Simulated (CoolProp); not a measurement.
Vapour pressure (bar) of carbon dioxide: the reference equation beside estimates from Tc = 304.1 K, pc = 73.77 bar, ω = 0.224.

Model: reference Helmholtz-energy equation of state, Span 1996, in CoolProp.

```json
[
 {"T (K)": "229.1", "reference": "8.628", "Lee-Kesler": "8.633", "van der Waals": "21.29", "Soave-Redlich-Kwong": "8.642"},
 {"T (K)": "234.4", "reference": "?", "Lee-Kesler": "10.51", "van der Waals": "23.75", "Soave-Redlich-Kwong": "10.54"},
 {"T (K)": "239.6", "reference": "12.65", "Lee-Kesler": "12.64", "van der Waals": "26.34", "Soave-Redlich-Kwong": "12.69"},
 {"T (K)": "244.8", "reference": "15.09", "Lee-Kesler": "15.06", "van der Waals": "29.09", "Soave-Redlich-Kwong": "15.14"},
 {"T (K)": "250", "reference": "17.85", "Lee-Kesler": "17.81", "van der Waals": "32.03", "Soave-Redlich-Kwong": "17.94"},
 {"T (K)": "255.3", "reference": "21.03", "Lee-Kesler": "20.97", "van der Waals": "35.20", "Soave-Redlich-Kwong": "?"},
 {"T (K)": "260.5", "reference": "24.54", "Lee-Kesler": "?", "van der Waals": "38.50", "Soave-Redlich-Kwong": "24.71"},
 {"T (K)": "265.7", "reference": "28.46", "Lee-Kesler": "28.35", "van der Waals": "41.99", "Soave-Redlich-Kwong": "28.68"},
 {"T (K)": "270.9", "reference": "32.82", "Lee-Kesler": "32.68", "van der Waals": "45.66", "Soave-Redlich-Kwong": "33.10"},
 {"T (K)": "276.2", "reference": "37.75", "Lee-Kesler": "37.60", "van der Waals": "49.60", "Soave-Redlich-Kwong": "38.09"},
 {"T (K)": "281.4", "reference": "43.10", "Lee-Kesler": "42.94", "van der Waals": "53.67", "Soave-Redlich-Kwong": "43.50"},
 {"T (K)": "286.6", "reference": "49.00", "Lee-Kesler": "48.86", "van der Waals": "57.93", "Soave-Redlich-Kwong": "49.43"},
 {"T (K)": "291.8", "reference": "55.50", "Lee-Kesler": "55.40", "van der Waals": "62.39", "Soave-Redlich-Kwong": "55.93"},
 {"T (K)": "297", "reference": "62.66", "Lee-Kesler": "62.62", "van der Waals": "67.05", "Soave-Redlich-Kwong": "63.03"}
]
```

### Question
Fill in the missing entries.

### Answer

- 234.4, reference: 10.52
- 255.3, Soave-Redlich-Kwong: 21.16
- 260.5, Lee-Kesler: 24.45

Absolute difference from the reference over all 14 rows, mean and median: Lee-Kesler 0.2 and 0.3 %, van der Waals 61.2 and 52.2 %, Soave-Redlich-Kwong 0.6 and 0.7 %.
